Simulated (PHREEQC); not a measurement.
**Reverse-osmosis permeate: speciation**

Synthetic water in mg/L, 25 °C, pH 6, pe 10.3:

| constituent | mg/L |
|---|---|
| Na | 6.95 |
| K | 4.14 |
| Ca | 11.2 |
| Mg | 0.127 |
| Cl | 10.8 |
| S(6) as SO4 | 23.1 |
| Alkalinity as HCO3 | 11.4 |
| Si as SiO2 | 0.00601 |
| Li | 0.0057 |

Cl is adjusted to close the charge balance.
Valence states are taken as typed.

Model: ion-association model, phreeqc.dat, run in PHREEQC.

Each row changes one thing in this solution. No solid was allowed to form.

| case | CO2 (mol/kgw) | Ca+2 (mol/kgw) | SO4-2 (mol/kgw) | HCO3- (mol/kgw) | CaSO4 (mol/kgw) | Mg+2 (mol/kgw) | SI of Gypsum (CaSO4:2H2O) | SI of Quartz (SiO2) |
|---|---|---|---|---|---|---|---|---|
| as made | 0.000404 | 0.000271 | 0.000232 | 0.000187 | 7.96e-6 | 5.02e-6 | -2.77 | -3.02 |
| pH from 6 to 6.3 at the same alkalinity | … | 0.000271 | 0.000232 | 0.000187 | 7.96e-6 | 5.02e-6 | -2.77 | -3.02 |
| Alkalinity from 11.4 to 5.7 mg/L | … | 0.000271 | 0.000232 | 9.42e-5 | 7.97e-6 | 5.03e-6 | -2.77 | -3.02 |
| all concentrations times 3 at the same typed pH | 0.00117 | 0.000781 | 0.000664 | 0.000557 | 5.30e-5 | 1.43e-5 | -1.94 | -2.54 |
| temperature from 25 to 15 °C at the same typed pH | 0.000471 | 0.000272 | 0.000233 | 0.000187 | 7.44e-6 | 5.06e-6 | -2.76 | … |
| pH from 6 to 5.7 at the same alkalinity | … | 0.000271 | 0.000232 | 0.000188 | 7.96e-6 | 5.02e-6 | -2.77 | -3.02 |

**Question.** Some entries are withheld; supply them.

**Answer.** 
- pH from 6 to 6.3 at the same alkalinity, CO2 (mol/kgw): 0.000202
- Alkalinity from 11.4 to 5.7 mg/L, CO2 (mol/kgw): 0.000203
- temperature from 25 to 15 °C at the same typed pH, SI of Quartz (SiO2): -2.87
- pH from 6 to 5.7 at the same alkalinity, CO2 (mol/kgw): 0.000810

Complexes and solids missing from the database can't appear.
